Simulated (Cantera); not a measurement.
Input: 1 mol PbO, 0.041 mol O₂, 0.26 mol N₂, 1 mol CO, at 750 Torr.

Equilibrium computed with Cantera from the NASA thermochemical tables; the gas is ideal and each condensed phase is pure. Candidate condensed phases: C, Pb, PbO, PbO₂, Pb₃O₄; 27 gas species. Each liquid is taken as pure. Mutual solubility and eutectic melting of coexisting phases are not modelled. Gases not in the tables: (PbO)n polymers. Equilibrium is a limit: real reactors are often held back by kinetics, nucleation or transport.

Question: Which condensed phases are stable at each of these points (T (K)): 998, 1048, 1098, 1148, 1198, 1248, 1298, 1348, 1398, 1448, 1498?

Answer: 
```json
[
 {"T (K)": "998", "condensed phases": "Pb(l) + PbO(yellow)", "Pb condensed (%)": "100.0"},
 {"T (K)": "1048", "condensed phases": "Pb(l) + PbO(yellow)", "Pb condensed (%)": "100.0"},
 {"T (K)": "1098", "condensed phases": "Pb(l) + PbO(yellow)", "Pb condensed (%)": "100.0"},
 {"T (K)": "1148", "condensed phases": "Pb(l) + PbO(yellow)", "Pb condensed (%)": "100.0"},
 {"T (K)": "1198", "condensed phases": "Pb(l) + PbO(l)", "Pb condensed (%)": "99.9"},
 {"T (K)": "1248", "condensed phases": "Pb(l) + PbO(l)", "Pb condensed (%)": "99.8"},
 {"T (K)": "1298", "condensed phases": "Pb(l) + PbO(l)", "Pb condensed (%)": "99.6"},
 {"T (K)": "1348", "condensed phases": "Pb(l) + PbO(l)", "Pb condensed (%)": "99.3"},
 {"T (K)": "1398", "condensed phases": "Pb(l) + PbO(l)", "Pb condensed (%)": "98.6"},
 {"T (K)": "1448", "condensed phases": "Pb(l) + PbO(l)", "Pb condensed (%)": "97.6"},
 {"T (K)": "1498", "condensed phases": "Pb(l) + PbO(l)", "Pb condensed (%)": "95.7"}
]
```

From 998 K to 1148 K the condensed part is Pb(l) + PbO(yellow). From 1198 K to 1498 K the condensed part is Pb(l) + PbO(l).
